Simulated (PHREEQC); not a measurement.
Solution (25 °C): 0.00021 mol Na2SiO3 and 0.001 mol Na2CO3 per kg of water. Closed to the air; pH follows from the charge balance.

The numbers come from PHREEQC with the ion-association model, phreeqc.dat.

This is a speciation only: nothing precipitates in the calculation.

**Question.** What pH, ionic strength does the model give?

**Answer.** pH 10.67; ionic strength 0.00310 mol/kgw.

**Question.** In which forms is C present?

**Answer.** CO3-2 71 %, HCO3- 27 %, NaCO3- 2.5 % of the C.
